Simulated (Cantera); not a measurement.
A perfectly stirred reactor is fed with CH4 : CO2 : H2 = 1 : 1.1 : 0.54 (molar parts), at 360 Torr; it is held at 1298 K, and followed from long to short residence time.

Computed with Cantera and GRI-Mech 3.0 (53 species, 325 reactions).

```json
[
 {"quantity": "x(CH4) at τ = 15.0 s", "before": "0.347", "after": "0.231"},
 {"quantity": "x(CO2) at τ = 15.0 s", "before": "0.360", "after": "0.204"},
 {"quantity": "x(H2) at τ = 15.0 s", "before": "0.186", "after": "0.435"},
 {"quantity": "x(C2H2) at τ = 15.0 s", "before": "0.00882", "after": "0.00313"},
 {"quantity": "x(O2) at τ = 15.0 s", "before": "<1e-12", "after": "<1e-12"},
 {"quantity": "x(CH4) at τ = 0.120 s", "before": "0.379", "after": "0.244"},
 {"quantity": "x(CO2) at τ = 0.120 s", "before": "0.416", "after": "0.268"},
 {"quantity": "x(H2) at τ = 0.120 s", "before": "0.204", "after": "0.487"},
 {"quantity": "x(C2H2) at τ = 0.120 s", "before": "2.97e-6", "after": "1.96e-6"},
 {"quantity": "x(O2) at τ = 0.120 s", "before": "<1e-12", "after": "<1e-12"}
]
```

Q: What was changed between the two runs?
(A) H2 0.54 to 2 parts
(B) temperature 1298 to 1825 K
(C) H2 0.54 to 0.78 parts
(D) pressure from 360 Torr to 5550 Torr

A: A, H2 0.54 to 2 parts
